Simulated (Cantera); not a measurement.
Source: NASA polynomial tables (part measured, part estimated), evaluated in Cantera. Values are per mole of reaction as written; species without (g) are pure solids or liquids, kept so even where they would boil at 1 bar.

**Question.** Between 1125 and 1650 K, where is each reaction favourable under standard conditions?
- Nb + 2 NO₂(g) ⇌ NbO₂(g) + 2 NO(g)

**Answer.** 
- Nb + 2 NO₂(g) ⇌ NbO₂(g) + 2 NO(g): ΔG° is -285 kJ at 1125 K and -374 kJ at 1650 K; it stays negative (K > 1). ΔH° is -97 kJ and ΔS° 168 J/K at 1650 K.
